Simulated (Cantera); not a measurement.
Charge: 1 mol CaO, 1.4 mol O₂, 0.073 mol CO₂, equilibrated at 1825 K and 1.00 bar.

Equilibrium computed with Cantera from the NASA thermochemical tables; the gas is ideal and each condensed phase is pure. Candidate condensed phases: C, Ca, CaCO₃, CaO; 15 gas species. Rates play no part.

Base state: O₂ 0.950, CO₂ 0.0495, O 0.000150, CO 1.35e-5 (mole fractions); condensed: CaO(s).

### Question
What changes in the equilibrium state with this change: temperature from 1825 K to 648.15 K?

### Answer
| species | before | after |
|---|---|---|
| O₂ | 0.950 | 1.000 |
| CO₂ | 0.0495 | 6.79e-7 |
| O | 0.000150 | <1e-9 |
| CO | 1.35e-5 | <1e-9 |
| CaO(s), mol | 1.00 | 0.927 |
| CaCO₃(calcite), mol | 0 | 0.0730 |
